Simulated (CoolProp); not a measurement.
Values from CoolProp's reference Helmholtz-energy equation of state, Marx 1992.

Q: For R113, give the phase and the density (kg/m³), cp (kJ/(kg K)), Joule-Thomson coefficient (K/MPa) at 395.9 K and 14.3 bar.

A: 
- 395.9 K and 14.3 bar: liquid; density 1310, cp 1.04, Joule-Thomson coefficient -0.00810
